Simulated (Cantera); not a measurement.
Charge: 1 mol C2F6, 0.092 mol HCl, equilibrated at 600 K and 1330 Pa.

Cantera equilibrium calculation (NASA polynomials, part measured and part estimated; ideal gas, pure solids and liquids). The feed counts by its element totals alone. Condensed phases not in the tables: fluorocarbon polymer. Gases not in the tables: C2F6 and larger saturated fluorocarbons. Rates play no part.

```csv
species,before,after
HF,0.00654,0.533
H2,<1e-9,0.303
CH4,<1e-9,0.115
CF4,0.937,<1e-9
HCl,0.0512,0.0490
CClF3,0.00370,<1e-9
Cl2,0.00137,<1e-9
CCl2F2,4.41e-5,<1e-9
"C(graphite), mol",0.501,0.784
```
Gas species are given as mole fractions.

What was changed between the two runs?
(A) pressure from 1330 Pa to 96.0 Pa
(B) HCl from 0.092 to 1.7 mol
(C) C2F6 replaced by CH3F
(D) 0.003 mol H2 added

C, C2F6 replaced by CH3F
